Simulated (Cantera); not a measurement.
**Carbon deposition, reforming and gasification: C + H₂O + H₂ + CO₂**

Feed: 1 mol C, 0.22 mol H₂O, a varied amount of H₂, 0.18 mol CO₂, equilibrated at 550 °C and 3.00 bar.

Equilibrium computed with Cantera from the NASA thermochemical tables; the gas is ideal and each condensed phase is pure. Candidate condensed phases: C, C₆H₆, C₇H₈, C₈H₁₈, H₂O; 110 gas species. The numbers say what is thermodynamically allowed, not how fast it happens.

```json
[
 {"n(H₂) (mol)": "1.5", "log p H₂": "0.00", "log p CH₄": "-0.03", "log p H₂O": "-0.09", "log p CO₂": "-0.74", "log p CO": "-1.21", "n C(graphite)": "0.630"},
 {"n(H₂) (mol)": "2.3", "log p H₂": "0.04", "log p CH₄": "0.04", "log p H₂O": "-0.18", "log p CO₂": "-0.99", "log p CO": "-1.34", "n C(graphite)": "0.383"},
 {"n(H₂) (mol)": "3.5", "log p H₂": "0.07", "log p CH₄": "0.09", "log p H₂O": "-0.29", "log p CO₂": "-1.29", "log p CO": "-1.49", "n C(graphite)": "0"},
 {"n(H₂) (mol)": "5.4", "log p H₂": "0.26", "log p CH₄": "-0.10", "log p H₂O": "-0.42", "log p CO₂": "-2.52", "log p CO": "-2.40", "n C(graphite)": "0"},
 {"n(H₂) (mol)": "8.3", "log p H₂": "0.36", "log p CH₄": "-0.32", "log p H₂O": "-0.63", "log p CO₂": "-3.54", "log p CO": "-3.11", "n C(graphite)": "0"},
 {"n(H₂) (mol)": "13", "log p H₂": "0.41", "log p CH₄": "-0.53", "log p H₂O": "-0.84", "log p CO₂": "-4.38", "log p CO": "-3.69", "n C(graphite)": "0"},
 {"n(H₂) (mol)": "19", "log p H₂": "0.43", "log p CH₄": "-0.71", "log p H₂O": "-1.02", "log p CO₂": "-5.00", "log p CO": "-4.11", "n C(graphite)": "0"}
]
```
log p: log10 of the partial pressure in bar; n: condensed amount in mol.

From 1.5 mol H₂ to 2.3 mol H₂ the condensed part is C(graphite). From 3.5 mol H₂ to 19 mol H₂ nothing is condensed. The main C-bearing gas is CH₄ throughout.
